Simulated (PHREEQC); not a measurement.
Solution (25 °C): 46 mmol/kgw K2CO3, 6.2 mmol/kgw KNO3 and 30 mmol/kgw NaHSO4. Closed to the air; pH follows from the charge balance.

Model: ion-association model, phreeqc.dat, run in PHREEQC.

This is a speciation only: nothing precipitates in the calculation.

Problem. What pH, specific conductance does the model give?

Solution. pH 9.63; specific conductance 12000 µS/cm.

Problem. In which forms is S present?

Solution. SO4-2 80 %, KSO4- 16 %, NaSO4- 3.4 % of the S.
